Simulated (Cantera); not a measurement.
# Al + HCl + N₂ (aluminium and copper etching)

Feed: 1 mol Al, 1.8 mol HCl, a varied amount of N₂, at 1027 °C and 0.180 bar.

These are equilibrium values from Cantera (NASA tables, ideal gas, pure condensed phases), not measurements of a reactor. Candidate condensed phases: Al, AlCl₃, AlN, NH₄Cl; 20 gas species. The tables' values for AlCl₂ are old estimates; treat these amounts as uncertain. Kinetics and transport are ignored.

From 0.19 mol N₂ to 23 mol N₂ the condensed part is AlN(s). The main Al-bearing gas is AlCl₃ throughout. The share of Al in condensed phases is highest at 23 mol N₂ (54.2 %) and lowest at 0.19 mol N₂ (38.0 %).

```
n(N₂) (mol)  log p N₂  log p H₂  log p AlCl₃  log p HCl  log p AlCl₂  log p AlCl  n AlN(s)
-----------  --------  --------  -----------  ---------  -----------  ----------  --------
0.19            -9.77     -0.98        -1.17      -2.90        -2.51       -2.58     0.380
0.29            -2.17     -1.04        -1.22      -1.68        -3.81       -5.13     0.460
0.43            -1.70     -1.08        -1.26      -1.64        -3.92       -5.30     0.472
0.64            -1.43     -1.14        -1.32      -1.65        -4.00       -5.41     0.481
0.95            -1.25     -1.21        -1.39      -1.67        -4.08       -5.49     0.488
1.4             -1.11     -1.30        -1.47      -1.72        -4.15       -5.57     0.494
2.1             -1.01     -1.40        -1.58      -1.79        -4.24       -5.64     0.501
3.1             -0.93     -1.52        -1.70      -1.88        -4.33       -5.70     0.507
4.7             -0.88     -1.66        -1.84      -1.99        -4.44       -5.77     0.514
7               -0.84     -1.81        -1.98      -2.10        -4.54       -5.83     0.521
10              -0.81     -1.95        -2.12      -2.21        -4.64       -5.89     0.527
15              -0.79     -2.11        -2.29      -2.35        -4.75       -5.95     0.534
23              -0.77     -2.29        -2.47      -2.50        -4.88       -6.01     0.542
```
log p: log10 of the partial pressure in bar; n: condensed amount in mol.
